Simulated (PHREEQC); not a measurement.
A solution holds 55 mmol/kgw K2CO3 and 0.1 mmol/kgw MgCl2, at 25 °C. Closed to the air; pH follows from the charge balance.

Model: ion-association model, phreeqc.dat, run in PHREEQC.

No solid was allowed to form.

Question: Order these Mg species by the share of Mg that they hold, largest first: MgHCO3+, MgOH+, Mg+2, MgCO3.

Answer: MgCO3 (81 %), Mg+2 (14 %), MgOH+ (4.4 %), MgHCO3+ (0.16 %)

The pH is 11.27 and the ionic strength 0.162 mol/kgw. Complexes and solids missing from the database can't appear.
